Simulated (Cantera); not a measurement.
# Thermodynamics of nitride etching, feed BN + HCl + N2

Charge: 1 mol BN, 2.9 mol HCl, a varied amount of N2, equilibrated at 1050 K and 1.33 mbar.

Equilibrium computed with Cantera from the NASA thermochemical tables; the gas is ideal and each condensed phase is pure. Candidate condensed phases: B, BN, NH4Cl; 21 gas species. Gases not in the tables: BHCl2. Rates play no part.

From 3.3 mol N2 to 20 mol N2 the condensed part is BN(s). The main B-bearing gas is BCl3 throughout.

```csv
n(N2) (mol),x N2,x HCl,x H2,x BCl3,x Cl,x H,x Cl2,x BCl2,n BN(s)
3.3,0.533,0.461,0.00318,0.00212,1.66e-6,1.25e-8,5.85e-9,4.78e-9,0.987
4.8,0.624,0.372,0.00238,0.00158,1.55e-6,1.08e-8,5.08e-9,3.83e-9,0.988
6.4,0.689,0.308,0.00186,0.00124,1.45e-6,9.58e-9,4.46e-9,3.20e-9,0.988
7.9,0.732,0.265,0.00154,0.00102,1.37e-6,8.71e-9,4.00e-9,2.79e-9,0.989
9.4,0.765,0.233,0.00130,0.000868,1.31e-6,8.02e-9,3.64e-9,2.48e-9,0.989
11,0.792,0.206,0.00112,0.000745,1.25e-6,7.43e-9,3.32e-9,2.23e-9,0.990
12,0.806,0.193,0.00103,0.000683,1.22e-6,7.11e-9,3.16e-9,2.10e-9,0.990
14,0.829,0.170,0.000877,0.000584,1.16e-6,6.58e-9,2.87e-9,1.88e-9,0.990
16,0.847,0.152,0.000764,0.000509,1.11e-6,6.14e-9,2.64e-9,1.71e-9,0.990
17,0.855,0.144,0.000717,0.000477,1.09e-6,5.95e-9,2.54e-9,1.64e-9,0.990
19,0.868,0.131,0.000637,0.000424,1.05e-6,5.61e-9,2.36e-9,1.51e-9,0.991
20,0.874,0.125,0.000603,0.000402,1.04e-6,5.46e-9,2.28e-9,1.45e-9,0.991
```
x: gas mole fraction; n: condensed amount in mol.
